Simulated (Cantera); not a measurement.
A Cantera script and what it prints.

```python
import numpy as np
import cantera as ct

gas_names = [...]  # 87 gases of nasa_gas.yaml made of C, H, Si
cond_names = """
    C(gr) C6H6(L) C7H8(L) C8H18(L),n-octa Si(cr) Si(L) SiC(b)
""".split()


# ... load() reads the species with a 1 bar reference pressure and builds the phases ...
atoms = {
    'SiC': {'Si': 1, 'C': 1},
    'H2': {'H': 2},
}
top_T = {'C(gr)': 4500, 'SiC(b)': 3050}  # K; cautious upper limits of use, not melting points


# ... equilibrate(T, P, feed) seeds the gas with the atoms and calls Mixture.equilibrate('TP', solver="vcs", rtol=1e-11, max_steps=5000) ...
results = []
feed = {'SiC': 1, 'H2': 2.6}  # mol
P = 101325  # Pa
for T in [1498, 1648, 1798, 1948, 2098, 2248, 2398, 2548, 2698, 2848, 2998]:
    mix = equilibrate(T, P, feed)
    results.append((T, P, feed, dict(zip(mix.species_names, mix.species_moles))))

top = {s: max(r[3][s] / sum(r[3][g] for g in gas_names) for r in results) for s in gas_names}
cols = sorted((s for s in top if top[s] > 0.001), key=lambda s: -top[s])[:9]
seen = [c for c in cond_names if any(r[3].get(c, 0) > 1e-12 for r in results)]
print("log10 of partial pressures in bar; condensed amounts in mol")
print(f"{'T/K':>10s}" + "".join(f"{s[:9]:>10s}" for s in cols + seen))
for T, P, feed, n in results:
    ng = sum(n[g] for g in gas_names)
    print(f"{T:10.4g}" + "".join(f"{np.log10(max(n[s] / ng * P / 1e5, 1e-99)):10.3f}" for s in cols)
          + "".join(f"{n.get(c, 0):10.4g}" for c in seen))
```

It prints:

```
log10 of partial pressures in bar; condensed amounts in mol
       T/K        H2         H        Si      SiC2 C2H2,acet      Si2C       SiH       Si2      SiH2    Si(cr)    SiC(b)
      1498     0.006    -4.762    -7.998   -15.045    -9.331   -10.823    -7.486   -10.898    -5.830 4.281e-05         1
      1648     0.006    -4.048    -6.589   -12.666    -8.161    -8.949    -6.322    -9.066    -5.066 1.637e-05         1
      1798     0.006    -3.451    -5.657   -10.451    -6.711    -7.635    -5.594    -8.024    -4.670         0    0.9999
      1948     0.005    -2.944    -4.957    -8.496    -5.312    -6.617    -5.068    -7.320    -4.423         0    0.9998
      2098     0.004    -2.510    -4.261    -6.923    -4.309    -5.653    -4.523    -6.525    -4.116         0    0.9996
      2248     0.002    -2.133    -3.576    -5.649    -3.611    -4.738    -3.969    -5.672    -3.768         0    0.9985
      2398    -0.002    -1.804    -2.960    -4.557    -3.040    -3.924    -3.469    -4.893    -3.450         0    0.9946
      2548    -0.012    -1.515    -2.419    -3.595    -2.540    -3.211    -3.034    -4.210    -3.177         0    0.9816
      2698    -0.031    -1.264    -1.941    -2.741    -2.103    -2.582    -2.656    -3.611    -2.948         0    0.9398
      2848    -0.072    -1.051    -1.513    -1.981    -1.739    -2.022    -2.330    -3.074    -2.767         0    0.8052
      2998    -0.168    -0.888    -1.125    -1.303    -1.479    -1.516    -2.063    -2.585    -2.660         0    0.3283
```

Equilibrium computed with Cantera from the NASA thermochemical tables; the gas is ideal and each condensed phase is pure. Gases not in the tables: Si2H6 and higher silanes.
